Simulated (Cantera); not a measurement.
Standard-state values (1 bar) from the NASA 1993 polynomials, evaluated with Cantera. Values are per mole of reaction as written; species without (g) are pure solids or liquids, kept so even where they would boil at 1 bar.

2 CsOH ⇌ O2(g) + H2(g) + 2 Cs

```json
[
 {"T (K)": "773", "ΔH° (kJ)": "796.7", "ΔS° (J/K)": "244.4", "ΔG° (kJ)": "607.8", "log10 K": "-41.07"},
 {"T (K)": "873", "ΔH° (kJ)": "792.5", "ΔS° (J/K)": "239.3", "ΔG° (kJ)": "583.6", "log10 K": "-34.92"},
 {"T (K)": "973", "ΔH° (kJ)": "788.6", "ΔS° (J/K)": "235.0", "ΔG° (kJ)": "559.9", "log10 K": "-30.06"},
 {"T (K)": "1073", "ΔH° (kJ)": "784.8", "ΔS° (J/K)": "231.3", "ΔG° (kJ)": "536.6", "log10 K": "-26.12"},
 {"T (K)": "1173", "ΔH° (kJ)": "?", "ΔS° (J/K)": "?", "ΔG° (kJ)": "?", "log10 K": "?"},
 {"T (K)": "1273", "ΔH° (kJ)": "?", "ΔS° (J/K)": "?", "ΔG° (kJ)": "?", "log10 K": "?"}
]
```

Question: Fill in the missing entries.

Answer: 
- 1173, ΔH° (kJ): 781.4
- 1173, ΔS° (J/K): 228.3
- 1173, ΔG° (kJ): 513.6
- 1173, log10 K: -22.87
- 1273, ΔH° (kJ): 778.3
- 1273, ΔS° (J/K): 225.8
- 1273, ΔG° (kJ): 490.9
- 1273, log10 K: -20.14
